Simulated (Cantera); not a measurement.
Charge: 1 mol trisilylamine, 0.48 mol N2, at 1.20 mbar.

These are equilibrium values from Cantera (NASA tables, ideal gas, pure condensed phases), not measurements of a reactor. Candidate condensed phases: Si, Si3N4; 18 gas species. The feed counts by its element totals alone. Mutual solubility and eutectic melting of coexisting phases are not modelled. Gases not in the tables: Si2H6 and higher silanes. Rates play no part.

x: gas mole fraction; n: condensed amount in mol.

```tsv
T (°C)	x H2	x N2	x H	x Si	n Si(s)	n Si3N4(s)	n Si(l)
1150	0.992	0.00798	0.000191	1.27e-6	1.58	0.472	0
1175	0.986	0.0137	0.000264	2.44e-6	1.62	0.459	0
1200	0.977	0.0230	0.000361	4.56e-6	1.69	0.437	0
1225	0.962	0.0380	0.000486	8.36e-6	1.80	(withheld)	0
1250	0.938	0.0617	0.000646	1.50e-5	1.97	(withheld)	0
1275	0.901	0.0986	0.000844	2.65e-5	2.27	(withheld)	0
1300	0.844	0.155	0.00108	4.58e-5	2.77	(withheld)	0
1325	0.820	0.179	0.00139	7.79e-5	3.00	0	0
1350	0.819	0.179	0.00181	0.000130	3.00	0	0
1375	0.819	0.179	0.00233	0.000215	3.00	0	0
1400	0.818	0.178	0.00297	0.000348	3.00	0	0
1425	0.817	0.178	0.00377	0.000547	0	0	3.00
1450	0.816	0.178	0.00476	0.000819	0	0	2.99
```

### Question
Complete the blanks.

### Answer

- 1225, n Si3N4(s): 0.401
- 1250, n Si3N4(s): 0.342
- 1275, n Si3N4(s): 0.244
- 1300, n Si3N4(s): 0.0764
